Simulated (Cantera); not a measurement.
Charge: 1 mol c-C₄F₈, 1.1 mol H₂, equilibrated at 3050 K and 0.150 bar.

Method: chemical equilibrium by Gibbs-energy minimisation in Cantera with the NASA 1993 tables (ideal gas, pure condensed phases). Candidate condensed phases: C, C₆H₆, C₇H₈, C₈H₁₈; 95 gas species. The feed counts by its element totals alone. Gases not in the tables: C₂F₆ and larger saturated fluorocarbons. The numbers say what is thermodynamically allowed, not how fast it happens.

Problem. What is the equilibrium state?

Solution. 
| Item | Value |
|---|---|
| x(F) | 0.464 |
| x(HF) | 0.316 |
| x(CF₂) | 0.153 |
| x(CF) | 0.0595 |
| x(C₃) | 0.00351 |
| x(CF₃) | 0.00126 |
| x(H) | 0.00103 |
| x(C) | 0.000539 |
| x(CF₄) | 0.000372 |
| n(C(graphite)) | 2.42 mol |
| gas amount | 6.947 mol |
